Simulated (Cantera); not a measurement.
What does this Cantera script print?

```python
import numpy as np
import cantera as ct

gas = ct.Solution("gri30.yaml")
gas.TPX = 1050, 101325, {'CO': 1, 'H2': 0.04, 'O2': 0.605, 'N2': 2.27}
reactor = ct.IdealGasReactor(gas, energy="on", clone=False)
net = ct.ReactorNet([reactor])
net.rtol, net.atol = 1e-08, 1e-16
show = ['CO', 'H2', 'O2', 'HO2', 'NO2', 'OH']
times = np.geomspace(1e-06, 0.2, 10)

steps = ct.SolutionArray(gas, extra=["t"])
rows = []
print(f"{'t/s':>10s}{'T/K':>9s}{'P/Pa':>11s}" + "".join(f"{s:>11s}" for s in show))
for t in times:
    while net.time < t:
        t_next = net.step()
        steps.append(gas.state, t=t_next)
    rows.append([np.interp(t, steps.t, y) for y in (steps.T, steps.P, *steps(*show).X.T)])
    print(f"{t:10.3e}{rows[-1][0]:9.1f}{rows[-1][1]:11.4g}" + "".join(f"{x:11.3e}" for x in rows[-1][2:]))
rate = np.gradient(steps.T, steps.t)
print("integrator steps:", len(steps.t))
if steps.T.max() > steps.T[0] + 200:
    print(f"time of steepest temperature rise: {steps.t[rate.argmax()]:.4e} s")
gas.TPX = 1050, 101325, {'CO': 1, 'H2': 0.04, 'O2': 0.605, 'N2': 2.27}
gas.equilibrate("UV")
print(f"equilibrium (UV): T = {gas.T:.1f} K  " + "  ".join(f"{s} {gas[s].X[0]:.3e}" for s in show))
```

It prints:

```
       t/s      T/K       P/Pa         CO         H2         O2        HO2        NO2         OH
 1.000e-06   1050.0  1.013e+05  2.554e-01  1.022e-02  1.545e-01  4.554e-12  2.231e-33  1.881e-12
 3.882e-06   1050.0  1.013e+05  2.554e-01  1.022e-02  1.545e-01  2.427e-11  3.223e-31  1.756e-11
 1.507e-05   1050.0  1.013e+05  2.554e-01  1.022e-02  1.545e-01  3.573e-10  1.757e-28  1.306e-10
 5.848e-05   1050.0  1.013e+05  2.554e-01  1.022e-02  1.545e-01  1.104e-08  1.191e-24  1.285e-09
 2.270e-04   1050.1  1.013e+05  2.554e-01  1.021e-02  1.545e-01  2.910e-06  1.632e-17  2.375e-07
 8.811e-04   2711.4  2.387e+05  8.473e-02  4.721e-04  5.958e-02  3.199e-06  1.486e-06  5.302e-03
 3.420e-03   2766.2  2.422e+05  7.701e-02  4.327e-04  5.097e-02  3.242e-06  7.665e-06  4.862e-03
 1.327e-02   2764.9   2.42e+05  7.693e-02  4.331e-04  5.050e-02  3.213e-06  8.141e-06  4.838e-03
 5.153e-02   2764.9   2.42e+05  7.693e-02  4.331e-04  5.050e-02  3.213e-06  8.141e-06  4.838e-03
 2.000e-01   2764.9   2.42e+05  7.693e-02  4.331e-04  5.050e-02  3.213e-06  8.141e-06  4.838e-03
integrator steps: 1346
time of steepest temperature rise: 5.3275e-04 s
equilibrium (UV): T = 2764.9 K  CO 7.693e-02  H2 4.331e-04  O2 5.050e-02  HO2 3.213e-06  NO2 8.141e-06  OH 4.838e-03
```

Computed with Cantera and GRI-Mech 3.0 (53 species, 325 reactions).
